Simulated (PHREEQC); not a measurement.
# Geothermal or formation water

Model water analysis in mg/kgw, 45 °C, pH 8.48, pe 9.6:

```
constituent         mg/kgw
------------------  ------
Na                    3210
K                     18.7
Ca                     123
Mg                    69.5
Cl                    4120
S(6) as SO4           2010
Alkalinity as HCO3     7.5
N(5) as NO3           25.3
```

Valence states are taken as typed.

Computed with PHREEQC (ion-association model, phreeqc.dat).

```yaml
ionic_strength: 0.168 mol/kgw
specific_conductance: 21600 µS/cm
density: 0.997 g/cm³
charge_balance_error: -2.2 %
```

| species | molality | activity | log γ |
|---|---|---|---|
| Na+ | 0.136 | 0.102 | -0.126 |
| Cl- | 0.116 | 0.0837 | -0.142 |
| SO4-2 | 0.0156 | 0.00467 | -0.523 |
| NaSO4- | 0.00358 | 0.00268 | -0.125 |
| Ca+2 | 0.00236 | 0.000767 | -0.489 |
| Mg+2 | 0.00180 | 0.000619 | -0.463 |
| MgSO4 | 0.00106 | 0.00110 | 0.017 |
| CaSO4 | 0.000704 | 0.000732 | 0.017 |
| K+ | 0.000458 | 0.000329 | -0.144 |
| NO3- | 0.000408 | 0.000286 | -0.154 |
| HCO3- | 7.12e-5 | 5.34e-5 | -0.125 |

Precipitation was switched off in this run. Constants without temperature data keep their 25 °C values here.
